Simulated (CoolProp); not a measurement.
The numbers come from the reference Helmholtz-energy equation of state, Thol 2018 in CoolProp.

Task: For hydrogen chloride, give the phase and the cp (kJ/(kg K)), cv (kJ/(kg K)), speed of sound (m/s) at 132.25 °C and 101 kPa; 182.55 °C and 101 kPa; 232.75 °C and 101 kPa.

Result: 
- 132.25 °C and 101 kPa: gas; cp 0.803, cv 0.573, speed of sound 359
- 182.55 °C and 101 kPa: gas; cp 0.803, cv 0.574, speed of sound 381
- 232.75 °C and 101 kPa: gas; cp 0.805, cv 0.576, speed of sound 401
